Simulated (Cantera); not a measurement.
Input: 1 mol Cr, 16 mol NH₃, 0.23 mol O₂, at 2725 K and 11.3 Torr.

Method: chemical equilibrium by Gibbs-energy minimisation in Cantera with the NASA 1993 tables (ideal gas, pure condensed phases). Candidate condensed phases: Cr, CrN, Cr₂N, Cr₂O₃, H₂O; 29 gas species. Rates play no part.

Base state: H₂ 0.429, H 0.334, N₂ 0.202, Cr 0.0246, H₂O 0.00835, OH 0.00170, O 0.000843, CrO 0.000574 (mole fractions); condensed: gas only.

Question: What changes in the equilibrium state with this change: O₂ from 0.23 to 0.059 mol?

Answer: 
| species | before | after |
|---|---|---|
| H₂ | 0.429 | 0.435 |
| H | 0.334 | 0.336 |
| N₂ | 0.202 | 0.202 |
| H₂O | 0.00835 | 0.00215 |
| Cr | 0.0246 | 0.0251 |
| O | 0.000843 | 0.000214 |
| NO | 9.38e-5 | 2.38e-5 |
| OH | 0.00170 | 0.000436 |

Question: What changes in the equilibrium state with this change: temperature from 2725 K to 1250 K?

Answer: 
```tsv
species	before	after
H₂	0.429	0.754
N₂	0.202	0.246
H₂O	0.00835	0.000154
H	0.334	3.43e-6
Cr	0.0246	5.70e-8
OH	0.00170	<1e-9
O	0.000843	<1e-9
CrO	0.000574	<1e-9
NO	9.38e-5	<1e-9
Cr₂N(s), mol	0	0.348
Cr₂O₃(s), mol	0	0.152
```
Mutual solubility and eutectic melting of coexisting phases are not modelled.

Question: What changes in the equilibrium state with this change: NH₃ from 16 to 0.29 mol?

Answer: 
```json
[
 {"species": "Cr", "before": "0.0246", "after": "0.392"},
 {"species": "H", "before": "0.334", "after": "0.172"},
 {"species": "CrO", "before": "0.000574", "after": "0.156"},
 {"species": "H₂", "before": "0.429", "after": "0.114"},
 {"species": "CrO₂", "before": "3.40e-6", "after": "0.0157"},
 {"species": "O", "before": "0.000843", "after": "0.0144"},
 {"species": "OH", "before": "0.00170", "after": "0.0150"},
 {"species": "H₂O", "before": "0.00835", "after": "0.0378"},
 {"species": "N₂", "before": "0.202", "after": "0.0811"},
 {"species": "O₂", "before": "6.62e-6", "after": "0.00192"},
 {"species": "NO", "before": "9.38e-5", "after": "0.00101"}
]
```
